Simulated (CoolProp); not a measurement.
Neopentane along the isobar 9.28 bar: density (kg/m³) from the reference equation and from simpler models built on Tc = 433.7 K, pc = 31.96 bar, ω = 0.196; each cubic takes its own stable root.

Computed with CoolProp (reference Helmholtz-energy equation of state, Lemmon 2006). It is a short technical equation, of lower accuracy than the large ones.

| T (K) | phase | reference | ideal gas | Redlich-Kwong | Peng-Robinson |
|---|---|---|---|---|---|
| 399.6 | gas | 23.54 | 20.15 | 23.40 | 23.84 |
| 411.2 | gas | 22.48 | 19.58 | 22.41 | 22.78 |
| 422.7 | gas | 21.56 | 19.05 | 21.53 | 21.84 |
| 434.3 | gas | 20.73 | 18.54 | 20.73 | 20.98 |
| 445.9 | gas | 19.97 | 18.06 | 20.00 | 20.21 |
| 457.4 | gas | 19.29 | 17.61 | 19.33 | 19.51 |
| 469 | gas | 18.66 | 17.17 | 18.71 | 18.86 |
| 480.6 | gas | 18.08 | 16.76 | 18.14 | 18.26 |
| 492.1 | gas | 17.55 | 16.36 | 17.61 | 17.71 |
| 503.7 | gas | 17.04 | 15.99 | 17.11 | 17.19 |
| 515.3 | gas | 16.57 | 15.63 | 16.64 | 16.71 |
| 526.9 | gas | 16.13 | 15.28 | 16.20 | 16.25 |
| 538.4 | gas | 15.72 | 14.96 | 15.79 | 15.83 |
| 550 | gas | 15.33 | 14.64 | 15.40 | 15.43 |
